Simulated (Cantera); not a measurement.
Cantera run:

```python
import numpy as np
import cantera as ct

gas_names = """
    B BN BO BO2 B2 B2O B2O2 B2O3 N NO NO2 NO3 N2 N2O O O2 O3
""".split()
cond_names = """
    B(b) B(L) BN(s) B2O3(L)
""".split()


# ... load() reads the species with a 1 bar reference pressure and builds the phases ...
atoms = {
    'B': {'B': 1},
    'O2': {'O': 2},
    'N2': {'N': 2},
}
top_T = {'BN(s)': 3200}  # K; cautious upper limits of use, not melting points


# ... equilibrate(T, P, feed) seeds the gas with the atoms and calls Mixture.equilibrate('TP', solver="vcs", rtol=1e-11, max_steps=5000) ...
results = []
P = 99000  # Pa
for T in [1248, 1348, 1448, 1548, 1648, 1748, 1848, 1948, 2048, 2148, 2248, 2348]:
    for m in [0.44, 0.82, 1.6, 2.9, 5.5, 10, 20, 37, 69]:
        feed = {'B': 1, 'O2': 1.1, 'N2': m}  # mol
        mix = equilibrate(T, P, feed)
        results.append((T, P, feed, dict(zip(mix.species_names, mix.species_moles))))

for T, P, feed, n in results:
    print(f"{T:7g} {feed['N2']:10.4g}  " + (" + ".join(c for c in cond_names if n.get(c, 0) > 1e-12) or "gas only"))
```

Result:

```
   1248       0.44  B2O3(L)
   1248       0.82  B2O3(L)
   1248        1.6  B2O3(L)
   1248        2.9  B2O3(L)
   1248        5.5  B2O3(L)
   1248         10  B2O3(L)
   1248         20  B2O3(L)
   1248         37  B2O3(L)
   1248         69  B2O3(L)
   1348       0.44  B2O3(L)
   1348       0.82  B2O3(L)
   1348        1.6  B2O3(L)
   1348        2.9  B2O3(L)
   1348        5.5  B2O3(L)
   1348         10  B2O3(L)
   1348         20  B2O3(L)
   1348         37  B2O3(L)
   1348         69  B2O3(L)
   1448       0.44  B2O3(L)
   1448       0.82  B2O3(L)
   1448        1.6  B2O3(L)
   1448        2.9  B2O3(L)
   1448        5.5  B2O3(L)
   1448         10  B2O3(L)
   1448         20  B2O3(L)
   1448         37  B2O3(L)
   1448         69  B2O3(L)
   1548       0.44  B2O3(L)
   1548       0.82  B2O3(L)
   1548        1.6  B2O3(L)
   1548        2.9  B2O3(L)
   1548        5.5  B2O3(L)
   1548         10  B2O3(L)
   1548         20  B2O3(L)
   1548         37  B2O3(L)
   1548         69  B2O3(L)
   1648       0.44  B2O3(L)
   1648       0.82  B2O3(L)
   1648        1.6  B2O3(L)
   1648        2.9  B2O3(L)
   1648        5.5  B2O3(L)
   1648         10  B2O3(L)
   1648         20  B2O3(L)
   1648         37  B2O3(L)
   1648         69  B2O3(L)
   1748       0.44  B2O3(L)
   1748       0.82  B2O3(L)
   1748        1.6  B2O3(L)
   1748        2.9  B2O3(L)
   1748        5.5  B2O3(L)
   1748         10  B2O3(L)
   1748         20  B2O3(L)
   1748         37  B2O3(L)
   1748         69  B2O3(L)
   1848       0.44  B2O3(L)
   1848       0.82  B2O3(L)
   1848        1.6  B2O3(L)
   1848        2.9  B2O3(L)
   1848        5.5  B2O3(L)
   1848         10  B2O3(L)
   1848         20  B2O3(L)
   1848         37  B2O3(L)
   1848         69  B2O3(L)
   1948       0.44  B2O3(L)
   1948       0.82  B2O3(L)
   1948        1.6  B2O3(L)
   1948        2.9  B2O3(L)
   1948        5.5  B2O3(L)
   1948         10  B2O3(L)
   1948         20  B2O3(L)
   1948         37  gas only
   1948         69  gas only
   2048       0.44  B2O3(L)
   2048       0.82  B2O3(L)
   2048        1.6  B2O3(L)
   2048        2.9  B2O3(L)
   2048        5.5  B2O3(L)
   2048         10  gas only
   2048         20  gas only
   2048         37  gas only
   2048         69  gas only
   2148       0.44  B2O3(L)
   2148       0.82  B2O3(L)
   2148        1.6  B2O3(L)
   2148        2.9  gas only
   2148        5.5  gas only
   2148         10  gas only
   2148         20  gas only
   2148         37  gas only
   2148         69  gas only
   2248       0.44  gas only
   2248       0.82  gas only
   2248        1.6  gas only
   2248        2.9  gas only
   2248        5.5  gas only
   2248         10  gas only
   2248         20  gas only
   2248         37  gas only
   2248         69  gas only
   2348       0.44  gas only
   2348       0.82  gas only
   2348        1.6  gas only
   2348        2.9  gas only
   2348        5.5  gas only
   2348         10  gas only
   2348         20  gas only
   2348         37  gas only
   2348         69  gas only
```

Method: chemical equilibrium by Gibbs-energy minimisation in Cantera with the NASA 1993 tables (ideal gas, pure condensed phases).
